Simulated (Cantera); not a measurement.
A closed system holds: 1 mol Al, 0.9 mol N2, 7.2 mol H2O, at 2000 K and 1.00 bar.

Equilibrium computed with Cantera from the NASA thermochemical tables; the gas is ideal and each condensed phase is pure. Candidate condensed phases: Al, AlN, Al2O3, H2O; 35 gas species. Gases not in the tables: Al(OH)3. Rates play no part.

Base state: H2O 0.703, H2 0.185, N2 0.111, H 0.000699, OH 0.000266 (mole fractions); condensed: Al2O3(s).

**Question.** What changes in the equilibrium state with this change: temperature from 2000 K to 2100 K?

**Answer.** 
```json
[
 {"species": "H2O", "before": "0.703", "after": "0.702"},
 {"species": "H2", "before": "0.185", "after": "0.185"},
 {"species": "N2", "before": "0.111", "after": "0.111"},
 {"species": "H", "before": "0.000699", "after": "0.00134"},
 {"species": "OH", "before": "0.000266", "after": "0.000606"},
 {"species": "NO", "before": "6.88e-6", "after": "1.84e-5"},
 {"species": "Al2O3(s), mol", "before": "0.500", "after": "0.500"}
]
```
